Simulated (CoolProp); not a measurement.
Values from CoolProp's reference Helmholtz-energy equation of state, Lemmon 2005. It is a short technical equation, of lower accuracy than the large ones.

**Question.** For isobutene, give the phase and the density (kg/m³), cv (kJ/(kg K)), speed of sound (m/s), fugacity coefficient at 355.9 K and 1.66 MPa.

**Answer.** 
- 355.9 K and 1.66 MPa: liquid; density 506, cv 1.84, speed of sound 562, fugacity coefficient 0.642
